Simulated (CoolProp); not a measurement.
Properties of C3F8 (R218) along the isobar 2.94 MPa.

The numbers come from the reference Helmholtz-energy equation of state, Lemmon 2006 in CoolProp. It is a short technical equation, of lower accuracy than the large ones.

| T (K) | phase | density (kg/m³) | cp (kJ/(kg K)) | Joule-Thomson coefficient (K/MPa) |
|---|---|---|---|---|
| 198.9 | liquid | … | … | -0.3866 |
| 209.6 | liquid | 1722 | 0.9149 | -0.3635 |
| 220.3 | liquid | … | 0.9350 | -0.3372 |
| 231 | liquid | 1645 | 0.9560 | -0.3070 |
| 241.7 | liquid | 1605 | 0.9781 | -0.2717 |
| 252.4 | liquid | 1563 | 1.002 | -0.2296 |
| 263.1 | liquid | 1520 | 1.027 | -0.1785 |
| 273.8 | liquid | 1474 | 1.054 | -0.1146 |
| 284.5 | liquid | 1425 | 1.085 | -0.03204 |
| 295.2 | liquid | 1371 | 1.121 | 0.07931 |
| 305.9 | liquid | 1312 | 1.165 | 0.2386 |
| 316.5 | liquid | … | 1.224 | 0.4841 |
| 327.2 | liquid | 1164 | 1.319 | 0.9285 |
| 337.9 | liquid | 1052 | … | 1.997 |
| 348.6 | supercritical | 776.2 | 4.296 | 9.562 |
| 359.3 | supercritical | 357.3 | 1.678 | 13.87 |

Question: Some entries are withheld; supply them.

Answer: 
- 198.9, density (kg/m³): 1759
- 198.9, cp (kJ/(kg K)): 0.8956
- 220.3, density (kg/m³): 1684
- 316.5, density (kg/m³): 1246
- 337.9, cp (kJ/(kg K)): 1.533

The peak of cp marks the crossing from liquid-like to gas-like fluid above the critical point.
